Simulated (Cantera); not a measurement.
Feed: 1 mol Si, 0.25 mol H2O, 1.7 mol H2, 0.055 mol HCl, at 1598 K and 17000 Pa.

Method: chemical equilibrium by Gibbs-energy minimisation in Cantera with the NASA 1993 tables (ideal gas, pure condensed phases). Candidate condensed phases: H2O, Si, SiO2; 30 gas species. Mutual solubility and eutectic melting of coexisting phases are not modelled. The tables' values for SiCl3 are old estimates; treat these amounts as uncertain. The tables hold silica as quartz up to 1696 K and as liquid above; real silica turns to tridymite and cristobalite and melts near 1996 K. The numbers say what is thermodynamically allowed, not how fast it happens.

Base state: H2 0.959, HCl 0.0231, SiO 0.0162, SiCl2 0.00191, H 0.000126, SiCl3 2.56e-5 (mole fractions); condensed: Si(s) + SiO2(β-quartz).

**Question.** What changes in the equilibrium state with this change: temperature from 1598 K to 998 K?

**Answer.** 
```
species                before     after
-------------------  --------  --------
H2                      0.959     0.987
HCl                    0.0231   0.00755
SiCl4                 8.49e-7   0.00283
SiO                    0.0162   2.82e-9
H                    0.000126   5.18e-9
SiHCl3                5.06e-6   0.00257
SiH2Cl2               5.04e-6  0.000250
SiCl2                 0.00191   9.77e-5
SiCl3                 2.56e-5  0.000106
Si(s), mol              0.855     0.863
SiO2(β-quartz), mol     0.108     0.125
```
